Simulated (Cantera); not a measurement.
A closed system holds: 1 mol PbO, 1.2 mol H2, 0.9 mol N2, equilibrated at 900 °C and 0.00133 bar.

Equilibrium computed with Cantera from the NASA thermochemical tables; the gas is ideal and each condensed phase is pure. Candidate condensed phases: H2O, Pb, PbO, PbO2, Pb3O4; 27 gas species. Equilibrium is a limit: real reactors are often held back by kinetics, nucleation or transport.

Base state: H2O 0.325, Pb 0.317, N2 0.293, H2 0.0651, PbO 3.86e-5 (mole fractions); condensed: Pb(l).

**Question.** What changes in the equilibrium state with this change: temperature from 900 °C to 752 °C?

**Answer.** 
```csv
species,before,after
H2O,0.325,0.466
N2,0.293,0.420
H2,0.0651,0.0933
Pb,0.317,0.0209
PbO,3.86e-5,4.13e-7
"Pb(l), mol",0.0246,0.955
```
